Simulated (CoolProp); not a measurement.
Properties of R1132(E) along the isotherm 358.9 K.

Values from CoolProp's reference Helmholtz-energy equation of state, Akasaka 2024.

| p (kPa) | phase | density (kg/m³) | speed of sound (m/s) | expansivity (1/kK) | fugacity coefficient |
|---|---|---|---|---|---|
| 8.18 | gas | 0.1756 | 230.6 | 2.791 | 0.9995 |
| 16.8 | gas | 0.3609 | 230.5 | 2.796 | 0.9990 |
| 34.5 | gas | 0.7419 | 230.4 | 2.807 | 0.9979 |
| 70.8 | gas | 1.526 | 230.0 | 2.828 | 0.9957 |
| 145 | gas | 3.139 | … | 2.873 | 0.9912 |
| 299 | gas | 6.537 | 227.7 | 2.970 | 0.9819 |
| 613 | gas | 13.68 | … | 3.183 | 0.9629 |
| 1260 | gas | 29.42 | 217.3 | 3.706 | … |
| 2590 | gas | … | 201.4 | 5.349 | 0.8462 |

Task: Complete the blanks.

Result: 
- 145, speed of sound (m/s): 229.2
- 613, speed of sound (m/s): 224.4
- 1260, fugacity coefficient: 0.9243
- 2590, density (kg/m³): 67.62
